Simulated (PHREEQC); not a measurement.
## Buffer (model solution)

Make-up at 25 °C: 0.0111 mol NaH2PO4 and 0.0028 mol Na2B4O7 per kg of water. Closed to the air; pH follows from the charge balance.

Computed with PHREEQC (ion-association model, phreeqc.dat).

| Item | Result |
|---|---|
| pH | 7.01 |
| ionic strength | 0.0220 mol/kgw |
| specific conductance | 1370 µS/cm |
| total alkalinity | 5.60 meq/kg |

| species | molality | activity | log γ |
|---|---|---|---|
| Na+ | 0.0166 | 0.0144 | -0.061 |
| H3BO3 | 0.0111 | 0.0112 | 0.002 |
| H2PO4- | 0.00558 | 0.00486 | -0.060 |
| HPO4-2 | 0.00542 | 0.00310 | -0.243 |
| NaHPO4- | 9.99e-5 | 8.70e-5 | -0.060 |
| H2BO3- | 7.63e-5 | 6.61e-5 | -0.063 |
| OH- | 1.21e-7 | 1.04e-7 | -0.065 |
| H+ | 1.10e-7 | 9.74e-8 | -0.053 |
| H3PO4 | 6.93e-8 | 6.97e-8 | 0.002 |
| PO4-3 | 5.33e-8 | 1.43e-8 | -0.570 |

This is a speciation only: nothing precipitates in the calculation.
